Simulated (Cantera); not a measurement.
A perfectly stirred reactor is fed with 11.4 % C₂H₆, 88.6 % H₂, at 1.00 atm; it is held at 2000 K, and followed from long to short residence time.

Detailed kinetics in Cantera: GRI-Mech 3.0 (53 species, 325 reactions). GRI-Mech 3.0 stops at C3 and has no aromatics, soot or wall deposition, so with more carbon than oxygen in the feed, carbon stays in small species such as C2H2 where larger ones or solid carbon would form.

x: mole fraction; the columns are a selection and need not sum to one.

```
τ (s)        x C₂H₆   x H₂      x H    x C₂H      x C₂H₄       x CH₃
-------  ----------  -----  -------  -------  ----------  ----------
2.9         3.52e-7  0.903  0.00155  2.89e-6    0.000553    0.000147
0.87        5.76e-7  0.903  0.00155  2.88e-6    0.000552    0.000173
0.26        1.32e-6  0.902  0.00155  2.87e-6    0.000551    0.000240
0.076       3.85e-6  0.899  0.00157  2.84e-6    0.000555    0.000386
0.023       1.19e-5  0.894  0.00159  2.79e-6    0.000582    0.000652
0.0067   (withheld)  0.887  0.00164  2.73e-6  (withheld)  (withheld)
0.0020   (withheld)  0.877  0.00176  2.68e-6  (withheld)  (withheld)
0.00059    0.000350  0.865  0.00201  2.71e-6     0.00201     0.00304
0.00017     0.00101  0.853  0.00248  2.82e-6     0.00419     0.00483
```

Q: Some entries are withheld; supply them.

A: 
- 0.0067, x C₂H₆: 3.83e-5
- 0.0067, x C₂H₄: 0.000698
- 0.0067, x CH₃: 0.00113
- 0.0020, x C₂H₆: 0.000118
- 0.0020, x C₂H₄: 0.00106
- 0.0020, x CH₃: 0.00188
